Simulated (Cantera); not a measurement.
A perfectly stirred reactor is fed with NO : N2 = 1 : 0.11 (molar parts), at 4900 Pa; it is held at 1775 K, and followed from long to short residence time.

Model: GRI-Mech 3.0 (53 species, 325 reactions), integrated in Cantera. Radical loss at walls, strong at low pressure, is not modelled.

Q: What does this change do: pressure from 4900 Pa to 38000 Pa?

A: 
```
quantity                 before     after
---------------------  --------  --------
x(NO) at τ = 4.10 s       0.837     0.629
x(O2) at τ = 4.10 s      0.0317     0.135
x(O) at τ = 4.10 s      9.85e-5   5.99e-5
x(N2) at τ = 4.10 s       0.131     0.235
x(NO2) at τ = 4.10 s   0.000189  0.000826
x(NO) at τ = 36.0 ms      0.900     0.897
x(O2) at τ = 36.0 ms   0.000167   0.00181
x(O) at τ = 36.0 ms     4.34e-5   1.78e-5
x(N2) at τ = 36.0 ms     0.0993     0.101
x(NO2) at τ = 36.0 ms   6.28e-5  0.000295
```

Q: What does this change do: temperature 1775 to 1950 K?

A: 
```csv
quantity,before,after
x(NO) at τ = 4.10 s,0.837,0.578
x(O2) at τ = 4.10 s,0.0317,0.161
x(O) at τ = 4.10 s,9.85e-5,0.000873
x(N2) at τ = 4.10 s,0.131,0.260
x(NO2) at τ = 4.10 s,0.000189,0.000206
x(NO) at τ = 36.0 ms,0.900,0.898
x(O2) at τ = 36.0 ms,0.000167,0.00130
x(O) at τ = 36.0 ms,4.34e-5,0.000276
x(N2) at τ = 36.0 ms,0.0993,0.100
x(NO2) at τ = 36.0 ms,6.28e-5,6.59e-5
```
